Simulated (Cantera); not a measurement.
Feed: 1 mol SiH₄, 0.12 mol C₂H₄, 81 mol H₂, at 1925 K and 0.0440 bar.

Cantera equilibrium calculation (NASA polynomials, part measured and part estimated; ideal gas, pure solids and liquids). Candidate condensed phases: C, C₆H₆, C₇H₈, C₈H₁₈, Si, SiC; 87 gas species. Mutual solubility and eutectic melting of coexisting phases are not modelled. Gases not in the tables: Si₂H₆ and higher silanes. Kinetics and transport are ignored.

Base state: H₂ 0.995, H 0.00455, Si 0.000395, SiH₂ 6.78e-5, SiH 6.74e-5 (mole fractions); condensed: Si(l) + SiC(s).

Task: What changes in the equilibrium state with this change: temperature from 1925 K to 2050 K?

Result: 
```tsv
species	before	after
H₂	0.995	0.987
H	0.00455	0.0107
Si	0.000395	0.00176
Si₂C	7.79e-6	5.91e-5
Si₂	3.40e-6	2.05e-5
Si(l), mol	0.715	0.574
SiC(s), mol	0.239	0.234
```
